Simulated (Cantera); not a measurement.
A closed system holds: 1 mol SiC, 0.014 mol N₂O, 3.1 mol H₂, at 1523.15 K and 15.0 Pa.

These are equilibrium values from Cantera (NASA tables, ideal gas, pure condensed phases), not measurements of a reactor. Candidate condensed phases: C, C₆H₆, C₇H₈, C₈H₁₈, H₂O, Si, SiC, SiO₂, Si₂N₂O, Si₃N₄; 151 gas species. Kinetics and transport are ignored.

Base state: H₂ 0.989, N₂ 0.00447, CO 0.00224, SiO 0.00223, H 0.00188, Si 2.06e-5 (mole fractions); condensed: SiC(s).

**Question.** What changes in the equilibrium state with this change: 0.011 mol CH₄ added?

**Answer.** 
```tsv
species	before	after
H₂	0.989	0.989
N₂	0.00447	0.00443
CO	0.00224	0.00396
SiO	0.00223	0.000478
Si	2.06e-5	7.18e-6
HCN	3.85e-6	1.10e-5
H	0.00188	0.00188
SiC(s), mol	0.993	0.998
```

**Question.** What changes in the equilibrium state with this change: temperature from 1523.15 K to 1750 K?

**Answer.** 
| species | before | after |
|---|---|---|
| H₂ | 0.989 | 0.971 |
| H | 0.00188 | 0.0187 |
| N₂ | 0.00447 | 0.00441 |
| Si | 2.06e-5 | 0.00179 |
| Si₂C | 3.76e-8 | 1.44e-5 |
| SiH | 7.33e-7 | 2.85e-5 |
| HCN | 3.85e-6 | 3.33e-5 |
| SiC(s), mol | 0.993 | 0.990 |
